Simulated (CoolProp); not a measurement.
Saturated liquid density (kg/m³) of sulfur dioxide: the reference equation beside estimates from Tc = 430.6 K, pc = 7.887 MPa, ω = 0.256. Rackett uses Z = 0.29056 − 0.08775 ω.

Computed with CoolProp (reference Helmholtz-energy equation of state, Gao 2016).

```json
[
 {"T (K)": "215.8", "reference": "1582", "Rackett": "1549", "van der Waals": "924.5", "Redlich-Kwong": "1373", "Soave-Redlich-Kwong": "1401"},
 {"T (K)": "221.8", "reference": "1567", "Rackett": "1535", "van der Waals": "917.3", "Redlich-Kwong": "1361", "Soave-Redlich-Kwong": "1391"},
 {"T (K)": "227.7", "reference": "1552", "Rackett": "1522", "van der Waals": "910.0", "Redlich-Kwong": "1349", "Soave-Redlich-Kwong": "1380"},
 {"T (K)": "233.7", "reference": "1537", "Rackett": "1508", "van der Waals": "902.4", "Redlich-Kwong": "1336", "Soave-Redlich-Kwong": "1369"},
 {"T (K)": "239.7", "reference": "1522", "Rackett": "1494", "van der Waals": "894.7", "Redlich-Kwong": "1323", "Soave-Redlich-Kwong": "1358"},
 {"T (K)": "245.6", "reference": "1507", "Rackett": "1481", "van der Waals": "887.0", "Redlich-Kwong": "1310", "Soave-Redlich-Kwong": "1346"},
 {"T (K)": "251.6", "reference": "1492", "Rackett": "1466", "van der Waals": "879.0", "Redlich-Kwong": "1296", "Soave-Redlich-Kwong": "1334"},
 {"T (K)": "257.6", "reference": "1476", "Rackett": "1452", "van der Waals": "870.9", "Redlich-Kwong": "1282", "Soave-Redlich-Kwong": "1321"},
 {"T (K)": "263.6", "reference": "1460", "Rackett": "1437", "van der Waals": "862.6", "Redlich-Kwong": "1268", "Soave-Redlich-Kwong": "1308"},
 {"T (K)": "269.5", "reference": "1445", "Rackett": "1422", "van der Waals": "854.2", "Redlich-Kwong": "1253", "Soave-Redlich-Kwong": "1295"},
 {"T (K)": "275.5", "reference": "1429", "Rackett": "1407", "van der Waals": "845.5", "Redlich-Kwong": "1238", "Soave-Redlich-Kwong": "1281"}
]
```

Absolute difference from the reference over all 11 rows, mean and median: Rackett 1.8 and 1.7 %, van der Waals 41.2 and 41.1 %, Redlich-Kwong 13.2 and 13.1 %, Soave-Redlich-Kwong 10.8 and 10.7 %.
